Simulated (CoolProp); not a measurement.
Saturation properties of neopentane (Tc = 160.6 °C, pc = 3.196 MPa, ω = 0.196).

The numbers come from the reference Helmholtz-energy equation of state, Lemmon 2006 in CoolProp. It is a short technical equation, of lower accuracy than the large ones.

| T (°C) | p (MPa) | liquid density (kg/m³) | enthalpy of vaporisation (kJ/kg) | liquid cp (kJ/(kg K)) | vapour Z | surface tension (mN/m) |
|---|---|---|---|---|---|---|
| 15.35 | 0.1245 | 594.9 | 311.2 | 2.253 | 0.9485 | 11.9 |
| 19.55 | 0.1435 | 590.4 | 307.8 | 2.277 | 0.9431 | 11.5 |
| 23.75 | 0.1647 | 585.8 | 304.4 | 2.302 | 0.9373 | 11.1 |
| 28.05 | 0.1888 | 581.0 | 300.9 | 2.328 | 0.9311 | 10.6 |
| 32.25 | 0.2148 | 576.3 | 297.3 | 2.354 | 0.9246 | 10.2 |
| 36.55 | 0.2442 | 571.3 | 293.6 | 2.380 | 0.9175 | 9.82 |
| 40.75 | 0.2757 | 566.4 | 289.9 | 2.407 | 0.9103 | 9.42 |
| 45.05 | 0.3110 | 561.3 | 286.0 | 2.435 | 0.9024 | 9.01 |
| 49.25 | 0.3487 | 556.3 | 282.1 | 2.463 | 0.8943 | 8.61 |
| 53.55 | 0.3907 | 551.0 | 277.9 | 2.493 | 0.8855 | 8.21 |
| 57.75 | 0.4353 | 545.7 | 273.8 | 2.522 | 0.8765 | 7.83 |
| 62.05 | 0.4847 | 540.2 | 269.4 | 2.553 | 0.8669 | 7.43 |
| 66.25 | 0.5369 | 534.7 | 265.0 | 2.585 | 0.8570 | 7.05 |
| 70.55 | 0.5945 | 528.9 | 260.3 | 2.618 | 0.8463 | 6.66 |

It boils at 9.5 °C under 1 atm.

Surface tension comes from a separate correlation (Mulero 2014).
